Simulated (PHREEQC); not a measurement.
Make-up at 59 °C: 110 mmol/kgw H3BO3, 110 mmol/kgw HBr and 6.2 mmol/kgw K2CO3. Closed to the air; pH follows from the charge balance.

The numbers come from PHREEQC with the ion-association model, wateq4f.dat.

Each row changes one thing in this solution. This is a speciation only: nothing precipitates in the calculation.

```
case                                             pH  H2BO3- (mol/kgw)
---------------------------------------------  ----  ----------------
as made                                        1.10           1.98e-9
temperature from 59 to 50 °C                   1.10           1.71e-9
HBr from 0.11 to 0.055 mol/kgw                 1.45           3.99e-9
HBr from 0.11 to 0.022 mol/kgw                 2.07           1.55e-8
K2CO3 left out                                 1.05           1.76e-9
K2CO3 replaced by K2SiO3 at the same molality  1.10           1.98e-9
0.013 mol/kgw KOH added                        1.16           2.28e-9
```

Some of these states are supersaturated (in SiO2(a), Quartz (slow to form), for instance). Constants without temperature data keep their 25 °C values here.
